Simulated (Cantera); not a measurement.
Input (Python, Cantera):

```python
import numpy as np
import cantera as ct

gas = ct.Solution("gri30.yaml")
gas.TPX = 1798, 1000000, {'CH4': 1, 'H2O': 0.56}
reactor = ct.IdealGasConstPressureReactor(gas, energy="off", clone=False)
net = ct.ReactorNet([reactor])
net.rtol, net.atol = 1e-08, 1e-18
show = ['CH4', 'H2O', 'H', 'HO2', 'C2H2', 'H2', 'CH2O']
times = np.geomspace(2e-05, 30, 11)

steps = ct.SolutionArray(gas, extra=["t"])
rows = []
print(f"{'t/s':>10s}{'T/K':>9s}{'P/Pa':>11s}" + "".join(f"{s:>11s}" for s in show))
for t in times:
    while net.time < t:
        t_next = net.step()
        steps.append(gas.state, t=t_next)
    rows.append([np.interp(t, steps.t, y) for y in (steps.T, steps.P, *steps(*show).X.T)])
    print(f"{t:10.3e}{rows[-1][0]:9.1f}{rows[-1][1]:11.4g}" + "".join(f"{x:11.3e}" for x in rows[-1][2:]))
rate = np.gradient(steps.T, steps.t)
print("integrator steps:", len(steps.t))
if steps.T.max() > steps.T[0] + 200:
    print(f"time of steepest temperature rise: {steps.t[rate.argmax()]:.4e} s")
gas.TPX = 1798, 1000000, {'CH4': 1, 'H2O': 0.56}
gas.equilibrate("TP")
print(f"equilibrium (TP): T = {gas.T:.1f} K  " + "  ".join(f"{s} {gas[s].X[0]:.3e}" for s in show))
```

It prints:

```
       t/s      T/K       P/Pa        CH4        H2O          H        HO2       C2H2         H2       CH2O
 2.000e-05   1798.0      1e+06  6.166e-01  3.569e-01  6.206e-06  2.678e-13  2.854e-04  1.508e-02  1.704e-05
 8.292e-05   1798.0      1e+06  5.257e-01  3.408e-01  2.084e-05  3.622e-13  1.213e-02  9.043e-02  3.321e-05
 3.438e-04   1798.0      1e+06  3.429e-01  2.961e-01  4.410e-05  2.209e-13  7.423e-02  2.649e-01  1.308e-05
 1.425e-03   1798.0      1e+06  1.694e-01  2.506e-01  6.665e-05  1.527e-13  1.265e-01  4.308e-01  4.574e-06
 5.908e-03   1798.0      1e+06  9.229e-02  2.089e-01  8.094e-05  1.170e-13  1.353e-01  5.201e-01  2.018e-06
 2.449e-02   1798.0      1e+06  8.613e-02  1.422e-01  8.540e-05  5.106e-14  1.039e-01  5.761e-01  1.212e-06
 1.016e-01   1798.0      1e+06  7.760e-02  5.772e-02  9.021e-05  7.705e-15  6.291e-02  6.467e-01  6.876e-07
 4.210e-01   1798.0      1e+06  6.754e-02  7.700e-03  9.327e-05  1.303e-16  4.000e-02  6.918e-01  5.647e-07
 1.745e+00   1798.0      1e+06  6.553e-02  3.374e-05  9.376e-05  2.680e-21  3.664e-02  6.991e-01  5.585e-07
 7.236e+00   1798.0      1e+06  6.552e-02  2.148e-05  9.376e-05  1.135e-21  3.664e-02  6.991e-01  5.585e-07
 3.000e+01   1798.0      1e+06  6.552e-02  2.148e-05  9.376e-05  1.135e-21  3.664e-02  6.991e-01  5.585e-07
integrator steps: 1707
equilibrium (TP): T = 1798.0 K  CH4 6.552e-02  H2O 2.194e-05  H 9.376e-05  HO2 1.182e-21  C2H2 3.664e-02  H2 6.991e-01  CH2O 5.585e-07
```

Detailed kinetics in Cantera: GRI-Mech 3.0 (53 species, 325 reactions). GRI-Mech 3.0 stops at C3 and has no aromatics, soot or wall deposition, so with more carbon than oxygen in the feed, carbon stays in small species such as C2H2 where larger ones or solid carbon would form.
